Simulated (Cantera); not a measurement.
A perfectly stirred reactor is fed with CH₄ : C₂H₆ : O₂ : N₂ = 1 : 0.13 : 5.34 : 20.1 (molar parts), equivalence ratio 0.46, at 101000 Pa; it is adiabatic with a 625 K inlet, and is followed from long to short residence time, starting on the burning branch (τ in s: 0.38, 0.11, 0.032, 0.0092, 0.0027, 0.00077, 0.00022, 6.5e-05, 1.9e-05, 5.4e-06).

Detailed kinetics in Cantera: GRI-Mech 3.0 (53 species, 325 reactions).

**Question.** Predict: blow-out, bracketed by the residence times tried; x(CH₄) at τ = 0.380 s; x(C₂H₆) at τ = 0.380 s; x(O₂) at τ = 0.380 s; x(H₂O) at τ = 0.380 s; x(CH₂CO) at τ = 0.380 s; x(CH₄) at τ = 0.770 ms; x(C₂H₆) at τ = 0.770 ms; x(O₂) at τ = 0.770 ms; x(H₂O) at τ = 0.770 ms; x(CH₂CO) at τ = 0.770 ms.

**Answer.** 
```json
{
 "blow_out_bracketed_by_the_residence_times_tried": "burning at 0.770 ms, out at 0.220 ms",
 "x(CH₄) at τ = 0.380 s": "4.61e-6",
 "x(C₂H₆) at τ = 0.380 s": "1.46e-7",
 "x(O₂) at τ = 0.380 s": "0.108",
 "x(H₂O) at τ = 0.380 s": "0.0894",
 "x(CH₂CO) at τ = 0.380 s": "2.68e-7",
 "x(CH₄) at τ = 0.770 ms": "0.000311",
 "x(C₂H₆) at τ = 0.770 ms": "1.02e-5",
 "x(O₂) at τ = 0.770 ms": "0.111",
 "x(H₂O) at τ = 0.770 ms": "0.0858",
 "x(CH₂CO) at τ = 0.770 ms": "7.17e-6"
}
```
